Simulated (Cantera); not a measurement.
Charge: 1 mol Hg, 0.043 mol O2, 54 mol H2, held at 450 K and 1.30 bar.

Method: chemical equilibrium by Gibbs-energy minimisation in Cantera with the NASA 1993 tables (ideal gas, pure condensed phases). Candidate condensed phases: H2O, Hg, HgO; 10 gas species. Equilibrium is a limit: real reactors are often held back by kinetics, nucleation or transport.

Question: What is the equilibrium state?

Answer: 
```json
{
 "x(H2)": "0.990",
 "x(Hg)": "0.00799",
 "x(H2O)": "0.00158",
 "n(Hg(l))": "0.565 mol",
 "gas_amount": "54.44 mol"
}
```
